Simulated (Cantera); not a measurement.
An isothermal, constant-pressure homogeneous reactor starts with 62.1 % N2O, 37.9 % O2, at 1600 K and 0.0140 bar.

Cantera simulation using GRI-Mech 3.0 (53 species, 325 reactions); the numbers are that mechanism's predictions, not measurements. GRI-Mech 3.0 was tuned for natural gas; its chemistry of N2O as a main component is partial and can be far from experiment. Radical loss at walls, strong at low pressure, is not modelled. The temperature is held fixed by assumption; the heat of reaction is taken as removed at once.

One state of this run: x N2O = 0.00388; x O2 = 0.455; x NO2 = 6.33e-5; x NO = 0.140; x O = 0.000144; x N2 = 0.401. x: mole fraction; the columns are a selection and need not sum to one.

Q: Which value of t (s) does it belong to?
(A) 0.000563
(B) 9.15e-5
(C) 0.325
(D) 2.00

A: D, 2.00
